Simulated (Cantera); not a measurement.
Input: 1 mol MgO, 0.5 mol Cl2, 0.0011 mol HCl, equilibrated at 27.0 mbar.

Cantera equilibrium calculation (NASA polynomials, part measured and part estimated; ideal gas, pure solids and liquids). Candidate condensed phases: H2O, Mg, MgCl2, MgO, Mg(OH)2; 22 gas species. Kinetics and transport are ignored.

Q: At 1448 K, list the 6 most abundant gas species with their mole fractions, and the condensed phases.

A: MgCl2 0.392, Cl2 0.280, O2 0.196, Cl 0.131, HCl 0.00162, ClO 0.000251. Condensed: MgO(s).
